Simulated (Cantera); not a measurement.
# Ignition delay

Mixture: 7.55 % CO, 0.657 % H2, 2.72 % CH4, 18.7 % O2, 70.4 % N2, equivalence ratio 0.51, at 1000000 Pa, adiabatic and at constant pressure. Ignition delay is the time to a rise of 400 K.

Detailed kinetics in Cantera: GRI-Mech 3.0 (53 species, 325 reactions). Below about 1000 K GRI-Mech 3.0 lacks low-temperature oxidation paths.

| T0 (K) | delay (ms) |
|---|---|
| 998 | 15.6 |
| 1098 | 2.21 |
| 1198 | 0.575 |
| 1298 | 0.217 |
| 1398 | 0.0962 |
| 1498 | 0.0470 |
| 1598 | 0.0250 |

apparent activation energy between 1398 and 1598 K: 130 kJ/mol
